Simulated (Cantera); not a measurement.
Input (Python, Cantera) and output of one run.

```python
import numpy as np
import cantera as ct

gas_names = """
    CL CL2 Fe FeCL FeCL2 FeCL3 Fe2CL4 Fe2CL6 H HCL H2 N NH NH2 NH3 N2 N2H2 N2H4
""".split()
cond_names = """
    Fe(a) Fe(c) Fe(d) Fe(L) FeCL2(s) FeCL2(L) FeCL3(s) FeCL3(L) NH4CL(a) NH4CL(b)
""".split()


# ... load() reads the species with a 1 bar reference pressure and builds the phases ...
atoms = {
    'FeCl2': {'Fe': 1, 'CL': 2},
    'H2': {'H': 2},
    'N2': {'N': 2},
}
top_T = {}  # K; cautious upper limits of use, not melting points


# ... equilibrate(T, P, feed) seeds the gas with the atoms and calls Mixture.equilibrate('TP', solver="vcs", rtol=1e-11, max_steps=5000) ...
results = []
feed = {'FeCl2': 1, 'H2': 2, 'N2': 4.6}  # mol
P = 300  # Pa
for T in [1325, 1400, 1475, 1550, 1625, 1700, 1775, 1850]:
    mix = equilibrate(T, P, feed)
    results.append((T, P, feed, dict(zip(mix.species_names, mix.species_moles))))

top = {s: max(r[3][s] / sum(r[3][g] for g in gas_names) for r in results) for s in gas_names}
cols = sorted((s for s in top if top[s] > 0.0001), key=lambda s: -top[s])[:6]
seen = [c for c in cond_names if any(r[3].get(c, 0) > 1e-12 for r in results)]
print("log10 of partial pressures in bar; condensed amounts in mol")
print(f"{'T/K':>10s}" + "".join(f"{s[:9]:>10s}" for s in cols + seen))
for T, P, feed, n in results:
    ng = sum(n[g] for g in gas_names)
    print(f"{T:10.4g}" + "".join(f"{np.log10(max(n[s] / ng * P / 1e5, 1e-99)):10.3f}" for s in cols)
          + "".join(f"{n.get(c, 0):10.4g}" for c in seen))
```

Output:

```
log10 of partial pressures in bar; condensed amounts in mol
       T/K        N2        H2       HCL     FeCL2        Fe         H     Fe(c)     Fe(d)     Fe(L)
      1325    -2.741    -3.244    -3.359    -3.755    -8.659    -7.408    0.5547         0         0
      1400    -2.741    -3.236    -3.379    -3.731    -7.815    -6.931    0.5292         0         0
      1475    -2.741    -3.230    -3.398    -3.711    -7.059    -6.502    0.5066         0         0
      1550    -2.741    -3.224    -3.415    -3.694    -6.378    -6.114    0.4862         0         0
      1625    -2.741    -3.220    -3.432    -3.680    -5.761    -5.761    0.4658         0         0
      1700    -2.742    -3.217    -3.447    -3.669    -5.201    -5.440         0    0.4396         0
      1775    -2.745    -3.217    -3.463    -3.662    -4.691    -5.147         0    0.3912         0
      1850    -2.751    -3.222    -3.480    -3.663    -4.233    -4.880         0         0    0.2843
```

These are equilibrium values from Cantera (NASA tables, ideal gas, pure condensed phases), not measurements of a reactor.
